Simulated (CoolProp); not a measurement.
Normal hydrogen at 873.62 K and 1.33 MPa flows at 1.8 m/s in a round tube of 10 mm bore and 1.5 µm roughness, fully developed (64/Re and Nu = 3.66 if laminar; Colebrook and Gnielinski if turbulent). Each further row changes one setting.

Computed with CoolProp (reference Helmholtz-energy equation of state, Leachman 2009).

```
case              Reynolds number  Darcy friction factor  pressure drop (Pa/m)  heat-transfer coefficient (W/(m² K))  mass flow (kg/h)
----------------  ---------------  ---------------------  --------------------  ------------------------------------  ----------------
as stated                       …                      …                     …                                   151                 …
velocity 3.6 m/s              703                 0.0910                  21.7                                   151                 …
diameter 20 mm                703                 0.0910                     …                                     …                 …
```

Problem. Complete the blanks.

Solution. 
- as stated, Reynolds number: 352
- as stated, Darcy friction factor: 0.182
- as stated, pressure drop (Pa/m): 10.8
- as stated, mass flow (kg/h): 0.187
- velocity 3.6 m/s, mass flow (kg/h): 0.375
- diameter 20 mm, pressure drop (Pa/m): 2.71
- diameter 20 mm, heat-transfer coefficient (W/(m² K)): 75.5
- diameter 20 mm, mass flow (kg/h): 0.749

Viscosity comes from a separate model (Muzny 2013). Thermal conductivity comes from a separate model (Assael 2011).
